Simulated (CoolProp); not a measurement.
A single-stage vapour-compression cycle with the fluid: evaporating at 229.15 K (dew point), condensing at 257.15 K (bubble point), superheat 0 K, subcooling 5 K, compressor efficiency 0.65, no pressure losses. The same conditions are run with several fluids, on thermodynamics alone (safety and materials aside).

Values from CoolProp's reference Helmholtz-energy equation of state of each fluid (propane: Lemmon 2009; R22: Kamei 1995; n-perfluorobutane: Gao 2022; carbon dioxide: Span 1996; carbonyl sulfide: Lemmon 2006; R236FA: Pan 2012).

```
fluid              cooling COP  pressure ratio  discharge temperature (K)  refrigerating effect (kJ/kg)  volumetric capacity (kJ/m³)
-----------------  -----------  --------------  -------------------------  ----------------------------  ---------------------------
propane                   4.96            3.02                          ?                           375                            ?
R22                          ?            3.28                      301.6                           210                          859
n-perfluorobutane         4.74               ?                      257.1                             ?                            ?
carbon dioxide               ?            2.57                      310.3                           282                         6360
carbonyl sulfide          4.88            2.93                      316.3                           277                         1210
R236FA                       ?            4.65                      272.0                           153                          141
```

Task: Some entries are withheld; supply them.

Result: 
- propane, discharge temperature (K): 283.1
- propane, volumetric capacity (kJ/m³): 837
- R22, cooling COP: 4.92
- n-perfluorobutane, pressure ratio: 4.39
- n-perfluorobutane, refrigerating effect (kJ/kg): 86.2
- n-perfluorobutane, volumetric capacity (kJ/m³): 138
- carbon dioxide, cooling COP: 4.54
- R236FA, cooling COP: 4.95

The compression ends wet for: n-perfluorobutane.
